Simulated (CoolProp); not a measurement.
Model: reference Helmholtz-energy equation of state, Schroeder 2014, in CoolProp.

### Question
Give the vapour pressure (MPa), liquid density (kg/m³), vapour density (kg/m³), liquid cp (kJ/(kg K)) of saturated ethanol at 268.9, 292.3 K.

### Answer
```json
[
 {"T (K)": "268.9", "p (MPa)": "0.00118", "liquid density (kg/m³)": "810", "vapour density (kg/m³)": "0.0244", "liquid cp (kJ/(kg K))": "2.23"},
 {"T (K)": "292.3", "p (MPa)": "0.00558", "liquid density (kg/m³)": "790", "vapour density (kg/m³)": "0.106", "liquid cp (kJ/(kg K))": "2.39"}
]
```
